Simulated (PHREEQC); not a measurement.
0.16 g of hydrous ferric oxide (600 m²/g; 0.2 weak and 0.005 strong sites per Fe, Dzombak-Morel constants, diffuse double layer) in 1 kg of water with 0.3 mol/kgw of an inert sodium salt and 1 mmol/kgw NaH2PO4, at 25 °C; the pH is set by adding NaOH or the inert anion's acid. Oxygen alone is held at its pressure in air (log pO2 = -0.68). CO2 from the air is kept out. No solid was allowed to form.

The series has 17 steps of pH, from 4 to 10.

Equilibrium calculation in PHREEQC: ion-association model, wateq4f.dat.

Question: At which pH does the surface charge pass through zero?

Answer: Near pH 4.9.

H3PO4, which wateq4f.dat lacks, is added to it with the constant of phreeqc.dat.
